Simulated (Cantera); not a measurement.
Input (Python, Cantera) and output of one run.

```python
import numpy as np
import cantera as ct

gas_names = """
    CL CLO CL2 Fe FeCL FeCL2 FeCL3 FeO Fe(OH)2 Fe2CL4 Fe2CL6 H HCL HOCL HO2 H2 H2O H2O2 O OH O2 O3
""".split()
cond_names = """
    Fe(a) Fe(c) Fe(d) Fe(L) FeCL2(s) FeCL2(L) FeCL3(s) FeCL3(L) FeO(s) FeO(L) Fe(OH)2(s) Fe(OH)3(s)
    Fe2O3(s) Fe3O4(s) H2O(s) H2O(L)
""".split()


# ... load() reads the species with a 1 bar reference pressure and builds the phases ...
atoms = {
    'Fe3O4': {'Fe': 3, 'O': 4},
    'HCl': {'H': 1, 'CL': 1},
    'O2': {'O': 2},
}
top_T = {'Fe2O3(s)': 1830, 'Fe3O4(s)': 1870}  # K; cautious upper limits of use, not melting points


# ... equilibrate(T, P, feed) seeds the gas with the atoms and calls Mixture.equilibrate('TP', solver="gibbs", rtol=1e-10, max_steps=50000) ...
results = []
feed = {'Fe3O4': 1, 'HCl': 1.2, 'O2': 0.16}  # mol
P = 270000  # Pa
for T in [825, 875, 925, 975, 1025, 1075, 1125, 1175, 1225]:
    mix = equilibrate(T, P, feed)
    results.append((T, P, feed, dict(zip(mix.species_names, mix.species_moles))))

top = {s: max(r[3][s] / sum(r[3][g] for g in gas_names) for r in results) for s in gas_names}
cols = sorted((s for s in top if top[s] > 0.001), key=lambda s: -top[s])[:9]
seen = [c for c in cond_names if any(r[3].get(c, 0) > 1e-12 for r in results)]
print("log10 of partial pressures in bar; condensed amounts in mol")
print(f"{'T/K':>10s}" + "".join(f"{s[:9]:>10s}" for s in cols + seen))
for T, P, feed, n in results:
    ng = sum(n[g] for g in gas_names)
    print(f"{T:10.4g}" + "".join(f"{np.log10(max(n[s] / ng * P / 1e5, 1e-99)):10.3f}" for s in cols)
          + "".join(f"{n.get(c, 0):10.4g}" for c in seen))
```

It prints:

```
log10 of partial pressures in bar; condensed amounts in mol
       T/K       HCL       H2O     FeCL2     FeCL3    Fe2CL4    Fe2CL6  FeCL2(s)  FeCL2(L)  Fe2O3(s)  Fe3O4(s)
       825     0.188     0.064    -3.652    -3.345    -4.654    -4.872    0.3599         0      1.32         0
       875     0.201     0.045    -2.969    -3.056    -3.810    -4.796    0.3488         0     1.309   0.01074
       925     0.290    -0.130    -2.363    -2.335    -3.063    -3.797    0.2544         0     1.216    0.1034
       975     0.335    -0.296    -1.884    -1.784    -2.521    -3.093         0     0.174     1.138    0.1788
      1025     0.352    -0.430    -1.515    -1.383    -2.155    -2.646         0    0.1035     1.072    0.2387
      1075     0.353    -0.577    -1.185    -1.027    -1.833    -2.255         0   0.00535    0.9833     0.314
      1125     0.344    -0.551    -1.065    -0.976    -1.900    -2.442         0         0    0.9832    0.3122
      1175     0.335    -0.517    -0.969    -0.949    -1.989    -2.653         0         0    0.9891    0.3053
      1225     0.325    -0.485    -0.887    -0.933    -2.080    -2.861         0         0    0.9957    0.2978
```

Method: chemical equilibrium by Gibbs-energy minimisation in Cantera with the NASA 1993 tables (ideal gas, pure condensed phases). Mutual solubility and eutectic melting of coexisting phases are not modelled. Condensed phases not in the tables: FeOCl.
